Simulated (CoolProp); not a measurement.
A single-stage vapour-compression cycle with C2F6 (R116): evaporating at 195.15 K (dew point), condensing at 250.15 K (bubble point), superheat 8 K, subcooling 8 K, compressor efficiency 0.9, no pressure losses. Each further row changes one setting.

The numbers come from the reference Helmholtz-energy equation of state, Lemmon 2006 in CoolProp. It is a short technical equation, of lower accuracy than the large ones.

| case | cooling COP | pressure ratio | discharge temperature (K) | refrigerating effect (kJ/kg) | volumetric capacity (kJ/m³) |
|---|---|---|---|---|---|
| as stated | 2.39 | 9.38 | 262.3 | 74.1 | 642 |
| evaporating temperature 200.15 K | 2.80 | 7.22 | 261.2 | 76.8 | 850 |
| condensing temperature 245.15 K | 2.77 | 8.00 | 257.4 | 79.6 | 689 |
| subcooling 13 K | 2.57 | 9.38 | 262.3 | 79.6 | 689 |
| superheat 18 K | 2.45 | 9.38 | 272.2 | 80.5 | 660 |
| compressor efficiency 0.8 | 2.13 | 9.38 | 267.0 | 74.1 | 642 |
